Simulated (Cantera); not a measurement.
An isothermal, constant-pressure homogeneous reactor starts with CH₄ : H₂ : H = 0.022 : 1 : 0.073 (molar parts), at 2523 K and 0.158 atm.

Model: GRI-Mech 3.0 (53 species, 325 reactions), integrated in Cantera. GRI-Mech 3.0 stops at C3 and has no aromatics, soot or wall deposition, so with more carbon than oxygen in the feed, carbon stays in small species such as C2H2 where larger ones or solid carbon would form.

x: mole fraction; the columns are a selection and need not sum to one.

| t (s) | x CH₄ | x H₂ | x H | x CH₃ | x CH₂ | x C₂H₆ | x C₂H₄ |
|---|---|---|---|---|---|---|---|
| 0.000200 | 0.00142 | 0.943 | 0.0453 | 0.00121 | 8.47e-5 | 5.00e-8 | 7.53e-6 |
| 0.000646 | 0.000409 | 0.942 | 0.0477 | 0.000370 | 2.95e-5 | 4.37e-9 | 1.98e-6 |
| 0.00209 | 0.000100 | 0.937 | 0.0530 | 0.000101 | 9.27e-6 | 2.88e-10 | 1.30e-6 |
| 0.00674 | ___ | 0.929 | ___ | ___ | ___ | 2.62e-11 | ___ |
| 0.0218 | 1.86e-5 | 0.923 | 0.0668 | 2.39e-5 | 2.82e-6 | 1.28e-11 | 9.70e-7 |
| 0.0704 | 1.83e-5 | 0.923 | 0.0673 | 2.37e-5 | 2.81e-6 | 1.24e-11 | 9.62e-7 |
| 0.227 | 1.83e-5 | 0.923 | 0.0673 | 2.37e-5 | 2.81e-6 | 1.24e-11 | 9.62e-7 |
| 0.734 | 1.83e-5 | 0.923 | 0.0673 | 2.37e-5 | 2.81e-6 | 1.24e-11 | 9.62e-7 |
| 2.37 | 1.83e-5 | 0.923 | 0.0673 | 2.37e-5 | 2.81e-6 | 1.24e-11 | 9.62e-7 |
| 7.67 | 1.83e-5 | 0.923 | 0.0673 | 2.37e-5 | 2.81e-6 | 1.24e-11 | 9.62e-7 |
| 24.8 | 1.83e-5 | 0.923 | 0.0673 | 2.37e-5 | 2.81e-6 | 1.24e-11 | 9.62e-7 |
| 80.0 | 1.83e-5 | 0.923 | 0.0673 | 2.37e-5 | 2.81e-6 | 1.24e-11 | 9.62e-7 |

Q: What belongs in the gaps?

A: 
- 0.00674, x CH₄: 2.81e-5
- 0.00674, x H: 0.0611
- 0.00674, x CH₃: 3.28e-5
- 0.00674, x CH₂: 3.52e-6
- 0.00674, x C₂H₄: 1.08e-6
